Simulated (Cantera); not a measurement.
Mixture: 17.1 % H₂, 14.8 % O₂, 68.1 % N₂, equivalence ratio 0.58, at 3.80 bar, adiabatic and at constant pressure. Ignition delay is the time to a rise of 400 K.

Cantera simulation using the H2/O2 subset of GRI-Mech 3.0, which has no nitrogen chemistry; the numbers are that mechanism's predictions, not measurements. The hydrogen kinetics of GRI-Mech 3.0 are dated; newer H2 mechanisms differ, most at raised pressure. Where the delays flatten at high temperature, the 400 K rule measures the pace of heat release, not the induction time.

Problem. Predict: delay at 1250 K; delay at 1350 K; delay at 1450 K; delay at 1550 K; delay at 1650 K.

Solution. 
| Quantity | Value |
|---|---|
| delay at 1250 K | 13.5 µs |
| delay at 1350 K | 8.08 µs |
| delay at 1450 K | 5.71 µs |
| delay at 1550 K | 4.52 µs |
| delay at 1650 K | 3.91 µs |
